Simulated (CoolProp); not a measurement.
R1123 along the isobar 2.11 MPa: density (kg/m³) from the reference equation and from simpler models built on Tc = 331.7 K, pc = 4.549 MPa, ω = 0.243; each cubic takes its own stable root.

The numbers come from the reference Helmholtz-energy equation of state, Akasaka 2020 in CoolProp.

| T (K) | phase | reference | van der Waals | Redlich-Kwong | Soave-Redlich-Kwong | Peng-Robinson |
|---|---|---|---|---|---|---|
| 215.9 | liquid | 1337 | 812.4 | 1184 | 1221 | 1380 |
| 225 | liquid | 1308 | (withheld) | 1154 | 1194 | 1350 |
| 234.1 | liquid | (withheld) | 777.3 | 1123 | 1164 | 1317 |
| 243.3 | liquid | (withheld) | 757.7 | 1089 | 1132 | 1282 |
| 252.4 | liquid | 1214 | 736.6 | 1053 | 1098 | 1243 |
| 261.6 | liquid | 1179 | 713.0 | (withheld) | 1059 | 1201 |
| 270.7 | liquid | 1141 | 686.7 | 971.3 | 1017 | 1153 |
| 279.8 | liquid | 1100 | 102.5 | 923.5 | 970.2 | 1100 |
| 289 | liquid | 1053 | 95.37 | 867.5 | 915.0 | 1038 |
| 307.3 | gas | 91.53 | 84.70 | 88.85 | 90.11 | 92.32 |
| 316.4 | gas | 85.05 | 80.51 | 83.54 | 84.15 | 86.08 |
| 325.5 | gas | 79.91 | 76.84 | (withheld) | 79.29 | 80.99 |
| 334.7 | gas | 75.61 | 73.55 | 75.21 | (withheld) | 76.66 |
| 343.8 | gas | 71.98 | 70.62 | 71.87 | 71.59 | 72.98 |
| 353 | gas | 68.78 | 67.95 | 68.87 | 68.45 | 69.71 |

Task: Some entries are withheld; supply them.

Result: 
- 225, van der Waals: 795.4
- 234.1, reference: 1278
- 243.3, reference: 1247
- 261.6, Redlich-Kwong: 1014
- 325.5, Redlich-Kwong: 79.08
- 334.7, Soave-Redlich-Kwong: 75.14

At some of these states van der Waals gives the other phase, because its saturation line lies elsewhere.
